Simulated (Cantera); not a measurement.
What does this Cantera script print?

```python
import numpy as np
import cantera as ct

gas = ct.Solution("h2o2.yaml")
gas.TPX = 723, 270000, {'H2': 1, 'O2': 0.192, 'N2': 0.723, 'H2O': 0.29}
flame = ct.FreeFlame(gas, width=0.02)
flame.set_refine_criteria(ratio=3, slope=0.08, curve=0.16)
flame.transport_model = "mixture-averaged"
flame.solve(loglevel=0, auto=True)
flame.transport_model = "multicomponent"
flame.soret_enabled = True
flame.solve(loglevel=0, refine_grid=True)
z, T = flame.grid, flame.T
thick = (T[-1] - T[0]) / np.gradient(T, z).max()
show = ['H2', 'O2', 'H2O', 'H', 'HO2', 'O']
print(f"laminar burning velocity  {flame.velocity[0] * 100:.3f} cm/s")
print(f"burnt temperature         {T[-1]:.1f} K")
print(f"thermal thickness         {thick * 1e3:.4f} mm")
print(f"grid points               {len(z)}")
z0 = z[flame.heat_release_rate.argmax()]
print(f"{'z/mm':>9s}{'T/K':>9s}{'u/(m/s)':>9s}" + "".join(f"{s:>11s}" for s in show))
rows = []
for k in (-3, -2, -1.5, -1, -0.5, -0.25, 0, 0.25, 0.5, 1, 2, 4, 8):
    zz = z0 + k * thick
    rows.append([k * thick, np.interp(zz, z, T), np.interp(zz, z, flame.velocity),
                 *(np.interp(zz, z, flame.X[gas.species_index(s)]) for s in show)])
    print(f"{rows[-1][0] * 1e3:9.3f}{rows[-1][1]:9.1f}{rows[-1][2]:9.3f}" + "".join(f"{x:11.3e}" for x in rows[-1][3:]))
```

It prints:

```
laminar burning velocity  867.417 cm/s
burnt temperature         1977.5 K
thermal thickness         0.1300 mm
grid points               113
     z/mm      T/K  u/(m/s)         H2         O2        H2O          H        HO2          O
   -0.390    723.0    8.674  4.535e-01  8.708e-02  1.315e-01  1.031e-14  1.933e-10  3.289e-15
   -0.260    723.0    8.674  4.535e-01  8.708e-02  1.315e-01  2.326e-11  2.531e-08  4.596e-12
   -0.195    723.1    8.673  4.533e-01  8.710e-02  1.316e-01  9.137e-10  2.459e-07  1.258e-10
   -0.130    724.1    8.666  4.520e-01  8.730e-02  1.319e-01  2.894e-07  9.198e-06  2.130e-08
   -0.065    777.7    9.073  4.342e-01  8.822e-02  1.384e-01  2.894e-04  5.214e-04  1.667e-05
   -0.033    990.5   11.286  4.045e-01  8.009e-02  1.636e-01  4.179e-03  4.278e-04  2.100e-04
    0.000   1294.1   14.560  3.562e-01  5.480e-02  2.182e-01  1.850e-02  1.965e-04  9.236e-04
    0.033   1512.0   16.942  3.089e-01  2.454e-02  2.774e-01  3.477e-02  7.535e-05  1.124e-03
    0.065   1624.2   18.161  2.865e-01  8.419e-03  3.090e-01  4.096e-02  2.427e-05  6.926e-04
    0.130   1719.5   19.156  2.805e-01  1.076e-03  3.246e-01  3.778e-02  2.963e-06  3.044e-04
    0.260   1798.8   19.945  2.860e-01  1.184e-04  3.284e-01  2.823e-02  3.919e-07  1.644e-04
    0.520   1865.9   20.594  2.923e-01  4.156e-05  3.307e-01  1.877e-02  1.641e-07  7.910e-05
    1.040   1915.1   21.058  2.970e-01  1.660e-05  3.325e-01  1.150e-02  7.136e-08  3.164e-05
```

Model: the H2/O2 subset of GRI-Mech 3.0, which has no nitrogen chemistry, integrated in Cantera. The hydrogen kinetics of GRI-Mech 3.0 are dated; newer H2 mechanisms differ, most at raised pressure. Burning velocities carry a grid error of a few per cent, more on coarse grids.
